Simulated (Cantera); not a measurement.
Silicon epitaxy and polysilicon growth: SiCl₄ + HCl + N₂

A closed system holds: 1 mol SiCl₄, 0.075 mol HCl, 23 mol N₂, held at 950 K and 0.0490 bar.

These are equilibrium values from Cantera (NASA tables, ideal gas, pure condensed phases), not measurements of a reactor. Candidate condensed phases: NH₄Cl, Si, Si₃N₄; 28 gas species. The numbers say what is thermodynamically allowed, not how fast it happens.

| Property | Result |
|---|---|
| x(N₂) | 0.955 |
| x(SiCl₄) | 0.0415 |
| x(HCl) | 0.00312 |
| gas amount | 24.07 mol |
| log10 activity of Si(s) (absent) | -14.29 |
